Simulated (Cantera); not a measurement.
**Iron carbonyl, mercury and lead vapours: HgO + H₂**

Feed: 1 mol HgO, 1.3 mol H₂, held at 1.40 bar.

Method: chemical equilibrium by Gibbs-energy minimisation in Cantera with the NASA 1993 tables (ideal gas, pure condensed phases). Candidate condensed phases: H₂O, Hg, HgO; 10 gas species. Equilibrium is a limit: real reactors are often held back by kinetics, nucleation or transport.

At 600 K the condensed part is Hg(l). From 700 K to 1300 K nothing is condensed. The main Hg-bearing gas is Hg throughout.

```json
[
 {"T (K)": "600", "x H₂O": "0.456", "x Hg": "0.407", "x H₂": "0.137", "x H": "<1e-12", "x OH": "<1e-12", "n Hg(l)": "0.109"},
 {"T (K)": "700", "x H₂O": "0.435", "x Hg": "0.435", "x H₂": "0.130", "x H": "<1e-12", "x OH": "<1e-12", "n Hg(l)": "0"},
 {"T (K)": "800", "x H₂O": "0.435", "x Hg": "0.435", "x H₂": "0.130", "x H": "<1e-12", "x OH": "<1e-12", "n Hg(l)": "0"},
 {"T (K)": "900", "x H₂O": "0.435", "x Hg": "0.435", "x H₂": "0.130", "x H": "3.57e-11", "x OH": "<1e-12", "n Hg(l)": "0"},
 {"T (K)": "1000", "x H₂O": "0.435", "x Hg": "0.435", "x H₂": "0.130", "x H": "6.93e-10", "x OH": "5.11e-12", "n Hg(l)": "0"},
 {"T (K)": "1100", "x H₂O": "0.435", "x Hg": "0.435", "x H₂": "0.130", "x H": "7.89e-9", "x OH": "1.17e-10", "n Hg(l)": "0"},
 {"T (K)": "1200", "x H₂O": "0.435", "x Hg": "0.435", "x H₂": "0.130", "x H": "6.02e-8", "x OH": "1.60e-9", "n Hg(l)": "0"},
 {"T (K)": "1300", "x H₂O": "0.435", "x Hg": "0.435", "x H₂": "0.130", "x H": "3.38e-7", "x OH": "1.47e-8", "n Hg(l)": "0"}
]
```
x: gas mole fraction; n: condensed amount in mol.
